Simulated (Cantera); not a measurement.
Input: 1 mol toluene, 4.2 mol H₂, 3.3 mol H₂O, equilibrated at 270 Pa.

Cantera equilibrium calculation (NASA polynomials, part measured and part estimated; ideal gas, pure solids and liquids). Candidate condensed phases: C, C₆H₆, C₇H₈, C₈H₁₈, H₂O; 110 gas species. Kinetics and transport are ignored.

At 1925 °C, list the 4 most abundant gas species with their mole fractions, and the condensed phases.

H₂ 0.696, CO 0.213, H 0.0894, C₂H₂ (acetylene) 0.00176. Condensed: C(graphite).
